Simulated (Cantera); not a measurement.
## Equilibrium for carbon deposition, reforming and gasification: C₂H₆ + NH₃ + H₂

Input: 1 mol C₂H₆, 1.1 mol NH₃, 7.3 mol H₂.

Cantera equilibrium calculation (NASA polynomials, part measured and part estimated; ideal gas, pure solids and liquids). Candidate condensed phases: C, C₆H₆, C₇H₈, C₈H₁₈; 92 gas species. The ideal-gas law is rough above about 30 bar. Kinetics and transport are ignored.

Problem. Map the stable condensed phases over T = 1000, 1100, 1200, 1300, 1400, 1500, 1600, 1700, 1800, 1900, 2000, 2100, 2200, 2300 K and P in Pa = 10, 56, 320, 1800, 10000, 56000, 320000, 1800000, 10000000.

Solution. 
```
T in K \ P in Pa
               10       56      320     1800    10000    56000   320000  1800000 10000000
   2300         A        A        A        A        A        A        A        A        A
   2200         A        A        A        A        A        A        A        A        A
   2100         A        A        A        A        A        A        A        A        A
   2000         A        A        A        A        A        A        A        A        A
   1900         A        A        A        A        A        A        A        A        A
   1800         A        A        A        A        A        A        A        A        A
   1700         A        A        A        A        A        A        A        A        A
   1600         A        A        A        A        A        A        A        A        A
   1500         A        A        A        A        A        A        A        A        A
   1400         A        A        A        A        A        A        A        A        B
   1300         A        A        A        A        A        A        A        A        B
   1200         A        A        A        A        A        A        A        A        B
   1100         A        A        A        A        A        A        A        B        B
   1000         A        A        A        A        A        A        A        B        B
```
A: C; B: gas only.
